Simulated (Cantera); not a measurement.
What does this Cantera script print?

```python
import numpy as np
import cantera as ct

gas = ct.Solution("h2o2.yaml")
gas.TPX = 450, 840000, {'H2': 1, 'O2': 0.227, 'N2': 0.855}
flame = ct.FreeFlame(gas, width=0.009)
flame.set_refine_criteria(ratio=3, slope=0.08, curve=0.16)
flame.transport_model = "mixture-averaged"
flame.solve(loglevel=0, auto=True)
z, T = flame.grid, flame.T
thick = (T[-1] - T[0]) / np.gradient(T, z).max()
show = ['H2', 'O2', 'H2O2', 'OH', 'O', 'H2O']
print(f"laminar burning velocity  {flame.velocity[0] * 100:.3f} cm/s")
print(f"burnt temperature         {T[-1]:.1f} K")
print(f"thermal thickness         {thick * 1e3:.4f} mm")
print(f"grid points               {len(z)}")
z0 = z[flame.heat_release_rate.argmax()]
print(f"{'z/mm':>9s}{'T/K':>9s}{'u/(m/s)':>9s}" + "".join(f"{s:>11s}" for s in show))
rows = []
for k in (-3, -2, -1.5, -1, -0.5, -0.25, 0, 0.25, 0.5, 1, 2, 4, 8):
    zz = z0 + k * thick
    rows.append([k * thick, np.interp(zz, z, T), np.interp(zz, z, flame.velocity),
                 *(np.interp(zz, z, flame.X[gas.species_index(s)]) for s in show)])
    print(f"{rows[-1][0] * 1e3:9.3f}{rows[-1][1]:9.1f}{rows[-1][2]:9.3f}" + "".join(f"{x:11.3e}" for x in rows[-1][3:]))
```

It prints:

```
laminar burning velocity  471.200 cm/s
burnt temperature         2129.4 K
thermal thickness         0.0284 mm
grid points               115
     z/mm      T/K  u/(m/s)         H2         O2       H2O2         OH          O        H2O
   -0.085    450.0    4.712  4.803e-01  1.090e-01  1.324e-10  7.229e-13  6.575e-11  3.119e-08
   -0.057    450.1    4.713  4.802e-01  1.091e-01  1.975e-09  9.838e-12  8.877e-10  4.028e-07
   -0.043    450.6    4.715  4.799e-01  1.091e-01  1.778e-08  7.714e-11  6.362e-09  3.064e-06
   -0.028    455.9    4.755  4.779e-01  1.095e-01  4.642e-07  3.908e-09  1.048e-07  6.180e-05
   -0.014    574.7    5.815  4.572e-01  1.109e-01  5.073e-05  5.084e-05  1.074e-05  5.597e-03
   -0.007    914.7    8.945  4.176e-01  9.963e-02  1.149e-04  7.245e-04  1.796e-04  3.942e-02
    0.000   1309.6   12.544  3.643e-01  7.155e-02  4.454e-05  1.255e-03  8.116e-04  1.020e-01
    0.007   1583.8   15.071  3.168e-01  3.861e-02  6.307e-06  1.961e-03  1.176e-03  1.657e-01
    0.014   1736.2   16.485  2.891e-01  1.708e-02  2.501e-06  2.278e-03  8.596e-04  2.063e-01
    0.028   1865.3   17.647  2.741e-01  3.076e-03  9.211e-07  2.283e-03  3.269e-04  2.335e-01
    0.057   1956.0   18.413  2.759e-01  2.242e-04  3.082e-07  1.953e-03  1.333e-04  2.406e-01
    0.114   2024.8   18.971  2.812e-01  2.704e-05  1.319e-07  1.408e-03  5.728e-05  2.427e-01
    0.227   2072.5   19.349  2.852e-01  8.617e-06  5.406e-08  8.844e-04  2.035e-05  2.441e-01
```

Detailed kinetics in Cantera: the H2/O2 subset of GRI-Mech 3.0, which has no nitrogen chemistry. The hydrogen kinetics of GRI-Mech 3.0 are dated; newer H2 mechanisms differ, most at raised pressure. Burning velocities carry a grid error of a few per cent, more on coarse grids.
